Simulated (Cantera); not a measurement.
An adiabatic, constant-volume homogeneous reactor starts with 17.7 % CO, 4.59 % H2, 16.3 % O2, 61.4 % N2, equivalence ratio 0.68, at 1700 K and 5.00 bar.

Model: GRI-Mech 3.0 (53 species, 325 reactions), integrated in Cantera. The hydrogen kinetics of GRI-Mech 3.0 are dated; newer H2 mechanisms differ, most at raised pressure.

One state of this run: T (K) = 2707; P (bar) = 7.52; x CO = 0.0774; x H2 = 0.00330; x O2 = 0.0828; x NO = 0.000421; x NO2 = 6.01e-7; x HO2 = 1.66e-5. x: mole fraction; the columns are a selection and need not sum to one.

Which value of t (s) does it belong to?
A) 1.18e-5
B) 0.00288
C) 0.0449
D) 0.177

A, 1.18e-5
